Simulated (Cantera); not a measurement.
# Equilibrium for abatement and gas-phase synthesis: N2O + H2 + SO2

Charge: 1 mol N2O, 1.5 mol H2, 0.65 mol SO2, at 1423.15 K.

Equilibrium computed with Cantera from the NASA thermochemical tables; the gas is ideal and each condensed phase is pure. Candidate condensed phases: H2O, H2SO4, S; 35 gas species. The ideal-gas law is rough above about 30 bar. Kinetics and transport are ignored.

| P (Pa) | x H2O | x N2 | x SO2 | x H2 | x H2S | x S2 | x SO | x S2O |
|---|---|---|---|---|---|---|---|---|
| 10 | 0.379 | 0.322 | 0.177 | 0.102 | 0.000602 | 0.0120 | 0.00707 | 7.73e-5 |
| 65 | 0.406 | 0.324 | 0.167 | 0.0782 | 0.00145 | 0.0182 | 0.00478 | 0.000164 |
| 420 | 0.429 | 0.326 | 0.159 | 0.0565 | 0.00299 | 0.0231 | 0.00310 | 0.000305 |
| 2700 | 0.447 | 0.328 | 0.152 | 0.0389 | 0.00554 | 0.0260 | 0.00196 | 0.000520 |
| 17000 | 0.459 | 0.329 | 0.148 | 0.0257 | 0.00930 | 0.0266 | 0.00123 | 0.000828 |
| 110000 | 0.465 | 0.330 | 0.147 | 0.0162 | 0.0145 | 0.0251 | 0.000756 | 0.00126 |
| 720000 | 0.467 | 0.332 | 0.147 | 0.00979 | 0.0209 | 0.0218 | 0.000457 | 0.00181 |
| 4700000 | 0.465 | 0.333 | 0.148 | 0.00573 | 0.0278 | 0.0173 | 0.000271 | 0.00245 |
| 30000000 | 0.462 | 0.333 | 0.151 | 0.00329 | 0.0344 | 0.0126 | 0.000159 | 0.00309 |
x: gas mole fraction; nothing condenses.

From 10.0 Pa to 300 bar nothing is condensed.
